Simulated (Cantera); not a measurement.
**Thermodynamics of carbon deposition, reforming and gasification, feed C3H6 + H2O**

Feed: 1 mol C3H6, 0.078 mol H2O, equilibrated at 47.3 Torr.

Method: chemical equilibrium by Gibbs-energy minimisation in Cantera with the NASA 1993 tables (ideal gas, pure condensed phases). Candidate condensed phases: C, C6H6, C7H8, C8H18, H2O; 110 gas species. Kinetics and transport are ignored.

From 827 °C to 1652 °C the condensed part is C(graphite). The main C-bearing gas is CO throughout.

```tsv
T (°C)	x H2	x CO	x H	x CH4	x C2H2 (acetylene)	x H2O	n C(graphite)
827	0.973	0.0246	1.02e-7	0.00214	1.30e-8	0.000135	2.92
902	0.974	0.0247	4.82e-7	0.00114	6.20e-8	5.25e-5	2.92
977	0.975	0.0247	1.90e-6	0.000658	2.46e-7	2.28e-5	2.92
1052	0.975	0.0247	6.43e-6	0.000402	8.30e-7	1.09e-5	2.92
1127	0.975	0.0247	1.91e-5	0.000259	2.46e-6	5.65e-6	2.92
1202	0.975	0.0247	5.10e-5	0.000174	6.50e-6	3.13e-6	2.92
1277	0.975	0.0247	0.000124	0.000122	1.56e-5	1.84e-6	2.92
1352	0.975	0.0247	0.000278	8.80e-5	3.47e-5	1.14e-6	2.92
1427	0.975	0.0247	0.000580	6.55e-5	7.15e-5	7.32e-7	2.92
1502	0.974	0.0247	0.00114	5.00e-5	0.000139	4.90e-7	2.92
1577	0.973	0.0247	0.00212	3.90e-5	0.000254	3.39e-7	2.92
1652	0.971	0.0247	0.00375	3.10e-5	0.000445	2.41e-7	2.92
```
x: gas mole fraction; n: condensed amount in mol.
